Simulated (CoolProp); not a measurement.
Vapour-liquid equilibrium of n-pentane (1) + cyclohexane (2) at 0.939 MPa; x and y are mole fractions of (1).

Values from CoolProp's multi-fluid Helmholtz-energy mixture model, Thol 2019 and Zhou 2014; pair parameters Bell 2016.

```
x     bubble temperature, mixture model (K)  bubble temperature, Raoult's law (K)  y, mixture model  y, Raoult's law
----  -------------------------------------  ------------------------------------  ----------------  ---------------
0.05                                  446.9                                 446.8             0.109            0.126
0.15                                  438.5                                 438.4             0.291            0.329
0.25                                  431.2                                 431.0             0.437            0.485
0.35                                  424.8                                 424.5             0.556            0.607
0.45                                  419.0                                 418.6             0.655            0.704
0.55                                  413.8                                 413.4             0.738            0.783
0.65                                  409.0                                 408.6             0.809            0.848
0.75                                  404.6                                 404.3             0.872            0.901
0.85                                  400.6                                 400.3             0.927            0.946
0.95                                  396.7                                 396.6             0.977            0.983
```

The largest gap from Raoult's law is +0.4 K in bubble temperature, at x = 0.65. No azeotrope shows between x = 0.05 and 0.95.

The pair parameters rest on a limited set of measurements; away from them the model extrapolates.
